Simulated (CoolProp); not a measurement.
Vapour-liquid equilibrium of CHF3 (R23) (1) + R134a (2) at 0.089 MPa; x and y are mole fractions of (1).

Computed with CoolProp (multi-fluid Helmholtz-energy mixture model, Penoncello 2003 and Tillner-Roth 1994; pair parameters Bell 2016).

```tsv
x	bubble temperature, mixture model (°C)	bubble temperature, Raoult's law (°C)	y, mixture model	y, Raoult's law
0.05	-37.7	-38.7	[?]	0.416
0.15	-50.4	-51.9	0.716	0.748
0.25	-58.9	-60.2	0.849	0.868
0.35	[?]	-66.1	0.912	0.923
0.45	-69.7	-70.5	0.946	0.953
0.55	-73.4	-74.1	0.967	0.970
0.65	[?]	-77.0	[?]	0.982
0.75	-79.1	-79.4	0.988	0.989
0.85	-81.4	-81.5	0.994	0.995
0.95	-83.4	-83.4	0.998	0.998
```

Question: Some entries are withheld; supply them.

Answer: 
- 0.05, y, mixture model: 0.375
- 0.35, bubble temperature, mixture model (°C): -65.0
- 0.65, bubble temperature, mixture model (°C): -76.5
- 0.65, y, mixture model: 0.980

The largest gap from Raoult's law is +1.5 K in bubble temperature, at x = 0.15. No azeotrope shows between x = 0.05 and 0.95.

The pair parameters rest on a limited set of measurements; away from them the model extrapolates.
